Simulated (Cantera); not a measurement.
Feed: 1 mol SiH4, 2.3 mol H2O, equilibrated at 75.0 Torr.

These are equilibrium values from Cantera (NASA tables, ideal gas, pure condensed phases), not measurements of a reactor. Candidate condensed phases: H2O, Si, SiO2; 18 gas species. The tables hold silica as quartz up to 1696 K and as liquid above; real silica turns to tridymite and cristobalite and melts near 1996 K. Rates play no part.

x: gas mole fraction; n: condensed amount in mol.

| T (K) | x H2 | x H2O | x SiO | x H | x OH | x SiO2 | n SiO2(α-quartz) | n SiO2(β-quartz) | n SiO2(condensed) | n SiO2(l) |
|---|---|---|---|---|---|---|---|---|---|---|
| 700 | 0.930 | 0.0698 | <1e-12 | <1e-12 | <1e-12 | <1e-12 | 1.00 | 0 | 0 | 0 |
| 800 | 0.930 | 0.0698 | <1e-12 | 8.83e-12 | <1e-12 | <1e-12 | 1.00 | 0 | 0 | 0 |
| 900 | 0.930 | 0.0698 | <1e-12 | 3.57e-10 | <1e-12 | <1e-12 | 0 | 1.00 | 0 | 0 |
| 1000 | 0.930 | 0.0698 | <1e-12 | ___ | ___ | <1e-12 | 0 | 1.00 | 0 | 0 |
| 1100 | 0.930 | 0.0698 | <1e-12 | 7.89e-8 | 2.64e-11 | <1e-12 | 0 | 1.00 | 0 | 0 |
| 1200 | 0.930 | 0.0698 | 4.15e-12 | 6.02e-7 | 3.61e-10 | <1e-12 | 0 | 1.00 | 0 | 0 |
| 1300 | 0.930 | 0.0698 | 2.81e-10 | 3.37e-6 | 3.30e-9 | <1e-12 | 0 | 1.00 | 0 | 0 |
| 1400 | 0.930 | 0.0698 | 1.02e-8 | 1.48e-5 | 2.21e-8 | <1e-12 | 0 | 1.00 | 0 | 0 |
| 1500 | 0.930 | 0.0698 | 2.29e-7 | 5.37e-5 | 1.15e-7 | 2.14e-11 | 0 | 1.000 | 0 | 0 |
| 1600 | 0.930 | 0.0698 | 3.42e-6 | 0.000166 | 4.87e-7 | 4.12e-10 | 0 | 1.000 | 0 | 0 |
| 1700 | 0.930 | 0.0698 | ___ | ___ | ___ | 5.58e-9 | 0 | 0 | 1.000 | 0 |
| 1800 | 0.929 | 0.0700 | 0.000291 | 0.00109 | 5.43e-6 | 5.44e-8 | 0 | 0 | 0.999 | 0 |
| 1900 | 0.924 | 0.0713 | 0.00179 | 0.00241 | 1.53e-5 | 4.14e-7 | 0 | 0 | 0.992 | 0 |
| 2000 | 0.909 | 0.0774 | 0.00846 | 0.00490 | 4.17e-5 | 2.55e-6 | 0 | 0 | 0 | 0.963 |

Problem. Complete the blanks.

Solution. 
- 1700, x SiO: 3.68e-5
- 1700, x H: 0.000449
- 1700, x OH: 1.74e-6
- 1000, x H: 6.92e-9
- 1000, x OH: 1.15e-12
